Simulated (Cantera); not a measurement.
Input (Python, Cantera) and output of one run.

```python
import numpy as np
import cantera as ct

gas_names = """
    CL CL2 H HCL H2 Si SiCL SiCL2 SiCL3 SiCL4 SiH SiHCL3 SiH2 SiH2CL2 SiH3 SiH3CL SiH4 Si2 Si3
""".split()
cond_names = """
    Si(cr) Si(L)
""".split()


# ... load() reads the species with a 1 bar reference pressure and builds the phases ...
atoms = {
    'SiCl4': {'Si': 1, 'CL': 4},
    'H2': {'H': 2},
}
top_T = {}  # K; cautious upper limits of use, not melting points


# ... equilibrate(T, P, feed) seeds the gas with the atoms and calls Mixture.equilibrate('TP', solver="vcs", rtol=1e-11, max_steps=5000) ...
results = []
feed = {'SiCl4': 1, 'H2': 0.84}  # mol
P = 63000  # Pa
for T in [525, 575, 625, 675, 725, 775, 825, 875, 925, 975, 1025, 1075, 1125, 1175]:
    mix = equilibrate(T, P, feed)
    results.append((T, P, feed, dict(zip(mix.species_names, mix.species_moles))))
    x = sorted(zip(gas.X, gas.species_names), reverse=True)
    print(f"T = {T:g} K  P = {P:g} Pa  gas = {mix.phase_moles(0):.4g} mol")
    print("   x: " + "  ".join(f"{s} {v:.3e}" for v, s in x if v > 1e-06))
    print("   condensed (mol): " + ("  ".join(f"{mix.phase(i).name} {mix.phase_moles(i):.4g}"
          for i in range(1, mix.n_phases) if mix.phase_moles(i) > 1e-12) or "none"))
```

Result:

```
T = 525 K  P = 63000 Pa  gas = 1.84 mol
   x: SiCL4 5.425e-01  H2 4.556e-01  HCL 9.446e-04  SiHCL3 9.445e-04
   condensed (mol): none
T = 575 K  P = 63000 Pa  gas = 1.84 mol
   x: SiCL4 5.416e-01  H2 4.546e-01  HCL 1.913e-03  SiHCL3 1.912e-03
   condensed (mol): none
T = 625 K  P = 63000 Pa  gas = 1.84 mol
   x: SiCL4 5.400e-01  H2 4.531e-01  HCL 3.440e-03  SiHCL3 3.438e-03  SiH2CL2 1.184e-06
   condensed (mol): none
T = 675 K  P = 63000 Pa  gas = 1.84 mol
   x: SiCL4 5.378e-01  H2 4.509e-01  HCL 5.644e-03  SiHCL3 5.636e-03  SiH2CL2 3.658e-06
   condensed (mol): none
T = 725 K  P = 63000 Pa  gas = 1.84 mol
   x: SiCL4 5.349e-01  H2 4.479e-01  HCL 8.608e-03  SiHCL3 8.587e-03  SiH2CL2 9.598e-06  SiCL3 2.105e-06
   condensed (mol): none
T = 775 K  P = 63000 Pa  gas = 1.84 mol
   x: SiCL4 5.311e-01  H2 4.441e-01  HCL 1.238e-02  SiHCL3 1.233e-02  SiH2CL2 2.207e-05  SiCL3 9.587e-06
   condensed (mol): none
T = 825 K  P = 63000 Pa  gas = 1.84 mol
   x: SiCL4 5.265e-01  H2 4.396e-01  HCL 1.698e-02  SiHCL3 1.685e-02  SiH2CL2 4.553e-05  SiCL3 3.618e-05
   condensed (mol): none
T = 875 K  P = 63000 Pa  gas = 1.84 mol
   x: SiCL4 5.211e-01  H2 4.342e-01  HCL 2.240e-02  SiHCL3 2.211e-02  SiCL3 1.167e-04  SiH2CL2 8.574e-05  SiCL2 1.513e-06
   condensed (mol): none
T = 925 K  P = 63000 Pa  gas = 1.84 mol
   x: SiCL4 5.149e-01  H2 4.280e-01  HCL 2.862e-02  SiHCL3 2.798e-02  SiCL3 3.300e-04  SiH2CL2 1.493e-04  SiCL2 8.397e-06
   condensed (mol): none
T = 975 K  P = 63000 Pa  gas = 1.841 mol
   x: SiCL4 5.078e-01  H2 4.211e-01  HCL 3.567e-02  SiHCL3 3.428e-02  SiCL3 8.324e-04  SiH2CL2 2.422e-04  SiCL2 3.863e-05
   condensed (mol): none
T = 1025 K  P = 63000 Pa  gas = 1.842 mol
   x: SiCL4 4.998e-01  H2 4.135e-01  HCL 4.364e-02  SiHCL3 4.070e-02  SiCL3 1.898e-03  SiH2CL2 3.678e-04  SiCL2 1.505e-04
   condensed (mol): none
T = 1075 K  P = 63000 Pa  gas = 1.845 mol
   x: SiCL4 4.904e-01  H2 4.051e-01  HCL 5.277e-02  SiHCL3 4.677e-02  SiCL3 3.946e-03  SiH2CL2 5.218e-04  SiCL2 5.027e-04  SiH3CL 1.530e-06
   condensed (mol): none
T = 1125 K  P = 63000 Pa  gas = 1.85 mol
   x: SiCL4 4.792e-01  H2 3.958e-01  HCL 6.359e-02  SiHCL3 5.180e-02  SiCL3 7.511e-03  SiCL2 1.449e-03  SiH2CL2 6.872e-04  SiH3CL 2.437e-06
   condensed (mol): none
T = 1175 K  P = 63000 Pa  gas = 1.859 mol
   x: SiCL4 4.655e-01  H2 3.851e-01  HCL 7.693e-02  SiHCL3 5.495e-02  SiCL3 1.310e-02  SiCL2 3.603e-03  SiH2CL2 8.317e-04  SiH3CL 3.419e-06
   condensed (mol): none
```

Cantera equilibrium calculation (NASA polynomials, part measured and part estimated; ideal gas, pure solids and liquids). The tables' values for SiCl3 are old estimates; treat these amounts as uncertain.
